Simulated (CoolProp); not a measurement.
R407C at 293.15 K and 1.64 MPa is throttled through a valve to 1.14 MPa with no heat exchange. Each further row changes one setting.

The numbers come from the reference Helmholtz-energy equation of state, Lemmon 2003 in CoolProp. It is a pseudo-pure fit of the blend.

| case | temperature change (K) | final phase | final density (kg/m³) |
|---|---|---|---|
| as stated | -0.0 | liquid | 1160 |
| outlet pressure 0.342 MPa | (withheld) | (withheld) | (withheld) |
| outlet pressure 1.48 MPa | -0.0 | liquid | 1160 |

Question: Some entries are withheld; supply them.

Answer: 
- outlet pressure 0.342 MPa, temperature change (K): -33.3
- outlet pressure 0.342 MPa, final phase: two-phase, vapour fraction 0.220
- outlet pressure 0.342 MPa, final density (kg/m³): 64.5
